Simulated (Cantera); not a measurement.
SiHCl3 + N2 (silicon nitride deposition)

Feed: 1 mol SiHCl3, 31 mol N2, held at 32.0 Pa.

Method: chemical equilibrium by Gibbs-energy minimisation in Cantera with the NASA 1993 tables (ideal gas, pure condensed phases). Candidate condensed phases: NH4Cl, Si, Si3N4; 28 gas species. N2 is the only nitrogen source here; it is nearly inert below about 1500 K, so the nitride shown seldom forms there in practice. The tables' values for SiCl3, SiCl, SiN are old estimates; treat these amounts as uncertain. The numbers say what is thermodynamically allowed, not how fast it happens.

From 1023 K to 1323 K the condensed part is Si3N4(s). From 1473 K to 2073 K nothing is condensed. The main Si-bearing gas is SiCl4 at 1023 K and Si at 2073 K.

```csv
T (K),log p N2,log p Cl,log p SiCl2,log p HCl,log p SiCl4,log p Si,log p H,n Si3N4(s)
1023,-3.52,-10.19,-7.84,-5.03,-5.29,<-15,-11.64,0.161
1173,-3.52,-8.72,-6.05,-5.03,-5.38,-15.24,-10.22,0.142
1323,-3.52,-7.80,-5.10,-5.06,-6.29,-11.73,-8.94,0.0140
1473,-3.52,-6.81,-5.04,-5.05,-7.19,-10.16,-8.13,0
1623,-3.52,-6.13,-5.02,-5.06,-8.23,-8.63,-7.35,0
1773,-3.52,-5.71,-5.02,-5.10,-9.38,-7.11,-6.60,0
1923,-3.53,-5.29,-5.09,-5.16,-10.29,-5.99,-6.05,0
2073,-3.54,-4.89,-5.36,-5.25,-11.19,-5.36,-5.65,0
```
log p: log10 of the partial pressure in bar; n: condensed amount in mol.
